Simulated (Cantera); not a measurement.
## Equilibrium for tantalum, niobium, vanadium and zirconium in process gases: V + O₂ + N₂ + H₂O

Feed: 1 mol V, a varied amount of O₂, 5.5 mol N₂, 8.3 mol H₂O, at 1250 K and 0.0825 Torr.

Cantera equilibrium calculation (NASA polynomials, part measured and part estimated; ideal gas, pure solids and liquids). Candidate condensed phases: H₂O, V, VN, VO, V₂O₃, V₂O₄, V₂O₅; 28 gas species. Mutual solubility and eutectic melting of coexisting phases are not modelled. Condensed phases not in the tables: the oxides between V₂O₃ and V₂O₅ other than VO₂. The numbers say what is thermodynamically allowed, not how fast it happens.

From 0.011 mol O₂ to 0.5 mol O₂ the condensed part is V₂O₃(s). At 0.87 mol O₂ the condensed part is V₂O₃(s) + V₂O₄(s). From 1.5 mol O₂ to 2.6 mol O₂ the condensed part is V₂O₄(s). The main V-bearing gas is VO₂ throughout.

| n(O₂) (mol) | x H₂O | x N₂ | x H₂ | x O₂ | x NO | x OH | x H | n V₂O₃(s) | n V₂O₄(s) |
|---|---|---|---|---|---|---|---|---|---|
| 0.011 | 0.494 | 0.399 | 0.107 | 2.30e-10 | 6.65e-9 | 7.18e-7 | 1.51e-5 | 0.500 | 0 |
| 0.019 | 0.496 | 0.399 | 0.106 | 2.37e-10 | 6.74e-9 | 7.24e-7 | 1.50e-5 | 0.500 | 0 |
| 0.033 | 0.498 | 0.399 | 0.104 | 2.48e-10 | 6.90e-9 | 7.34e-7 | 1.49e-5 | 0.500 | 0 |
| 0.057 | 0.501 | 0.399 | 0.100 | 2.69e-10 | 7.19e-9 | 7.52e-7 | 1.46e-5 | 0.500 | 0 |
| 0.098 | 0.507 | 0.399 | 0.0945 | 3.11e-10 | 7.73e-9 | 7.84e-7 | 1.42e-5 | 0.500 | 0 |
| 0.17 | 0.517 | 0.399 | 0.0841 | 4.10e-10 | 8.87e-9 | 8.48e-7 | 1.34e-5 | 0.500 | 0 |
| 0.29 | 0.535 | 0.399 | 0.0667 | 6.96e-10 | 1.16e-8 | 9.85e-7 | 1.19e-5 | 0.500 | 0 |
| 0.5 | 0.565 | 0.399 | 0.0362 | 2.63e-9 | 2.25e-8 | 1.41e-6 | 8.77e-6 | 0.500 | 0 |
| 0.87 | 0.600 | 0.399 | 0.00114 | 2.99e-6 | 7.57e-7 | 8.44e-6 | 1.56e-6 | 0.244 | 0.256 |
| 1.5 | 0.580 | 0.385 | 1.02e-5 | 0.0349 | 8.04e-5 | 8.63e-5 | 1.47e-7 | 0 | 0.500 |
| 2.6 | 0.539 | 0.357 | 5.50e-6 | 0.104 | 0.000134 | 0.000109 | 1.08e-7 | 0 | 0.500 |
x: gas mole fraction; n: condensed amount in mol.
